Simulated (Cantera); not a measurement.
# Chlorosilane synthesis and conversion: Si + H2 + HCl

Feed: 1 mol Si, 0.34 mol H2, 2.5 mol HCl, held at 12.0 bar.

These are equilibrium values from Cantera (NASA tables, ideal gas, pure condensed phases), not measurements of a reactor. Candidate condensed phases: Si; 19 gas species. The tables' values for SiCl3 are old estimates; treat these amounts as uncertain. Kinetics and transport are ignored.

```
T (K)   x H2  x SiCl4  x SiHCl3    x HCl  x SiCl3  x SiH2Cl2  n Si(s)
-----  -----  -------  --------  -------  -------  ---------  -------
1050   0.660    0.182     0.136  0.00917  0.00155     0.0115    0.294
1075   0.659    0.181     0.134   0.0111  0.00204     0.0116    0.295
1100   0.658    0.181     0.133   0.0132  0.00265     0.0117    0.296
1125   0.656    0.180     0.132   0.0156  0.00339     0.0118    0.297
1150   0.655    0.179     0.130   0.0183  0.00430     0.0118    0.298
1175   0.653    0.178     0.128   0.0214  0.00539     0.0119    0.300
1200   0.651    0.177     0.127   0.0247  0.00668     0.0119    0.301
1225   0.648    0.175     0.125   0.0284  0.00820     0.0119    0.302
1250   0.645    0.173     0.123   0.0324  0.00995     0.0119    0.303
1275   0.642    0.171     0.121   0.0367   0.0120     0.0118    0.304
1300   0.639    0.168     0.118   0.0414   0.0142     0.0117    0.304
```
x: gas mole fraction; n: condensed amount in mol.

From 1050 K to 1300 K the condensed part is Si(s). The main Si-bearing gas is SiCl4 throughout.
